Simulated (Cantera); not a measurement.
Standard-state values (1 bar) from the NASA 1993 polynomials, evaluated with Cantera. Values are per mole of reaction as written; species without (g) are pure solids or liquids, kept so even where they would boil at 1 bar.

2 NH3(g) + 5 NbO2 ⇌ 2 NO2(g) + 5 Nb + 6 OH(g)

```csv
T (K),ΔH° (kJ),ΔS° (J/K),ΔG° (kJ),log10 K,condensed phases
475,…,…,…,…,"NbO2(s), Nb(s)"
675,4361.5,1090.0,3625.7,-280.57,"NbO2(s), Nb(s)"
875,…,…,…,…,"NbO2(s), Nb(s)"
1075,…,…,…,…,"NbO2(s), Nb(s)"
1275,4280.6,1009.1,2994.0,-122.66,"NbO2(s), Nb(s)"
1475,4262.7,996.0,2793.6,-98.93,"NbO2(s), Nb(s)"
1675,4246.0,985.4,2595.4,-80.94,"NbO2(s), Nb(s)"
1875,4230.7,976.8,2399.3,-66.84,"NbO2(s), Nb(s)"
2075,4216.9,969.8,2204.6,-55.50,"NbO2(s), Nb(s)"
2275,…,…,…,…,"NbO2(l), Nb(s)"
2475,3718.7,741.5,1883.4,-39.75,"NbO2(l), Nb(s)"
```

Question: What belongs in the gaps?

Answer: 
- 475, ΔH° (kJ): 4369.8
- 475, ΔS° (J/K): 1104.3
- 475, ΔG° (kJ): 3845.2
- 475, log10 K: -422.84
- 875, ΔH° (kJ): 4345.9
- 875, ΔS° (J/K): 1070.0
- 875, ΔG° (kJ): 3409.6
- 875, log10 K: -203.54
- 1075, ΔH° (kJ): 4322.6
- 1075, ΔS° (J/K): 1046.2
- 1075, ΔG° (kJ): 3198.0
- 1075, log10 K: -155.39
- 2275, ΔH° (kJ): 3739.2
- 2275, ΔS° (J/K): 750.2
- 2275, ΔG° (kJ): 2032.5
- 2275, log10 K: -46.67
